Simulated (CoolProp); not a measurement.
Saturated liquid density (kg/m³) of neopentane: the reference equation beside estimates from Tc = 160.6 °C, pc = 3.196 MPa, ω = 0.196. Rackett uses Z = 0.29056 − 0.08775 ω.

The numbers come from the reference Helmholtz-energy equation of state, Lemmon 2006 in CoolProp. It is a short technical equation, of lower accuracy than the large ones.

```
T (°C)  reference  Rackett  Peng-Robinson
------  ---------  -------  -------------
71.85       527.1    533.4          551.6
75.25       522.4    528.5          545.3
78.55       517.7    523.7          539.0
81.95       512.8    518.7          532.3
85.25       507.9    513.7          525.7
88.65       502.7    508.4          518.6
92.05       497.4    503.0          511.3
95.35       492.1    497.7          504.0
98.75       486.5    492.0          496.3
102.05      480.9    486.3          488.5
105.45      475.0    480.3          480.2
108.85      468.8    474.2          471.6
112.15      462.6    467.9          462.9
```

Absolute difference from the reference over all 13 rows, mean and median: Rackett 1.1 and 1.1 %, Peng-Robinson 2.6 and 2.8 %.
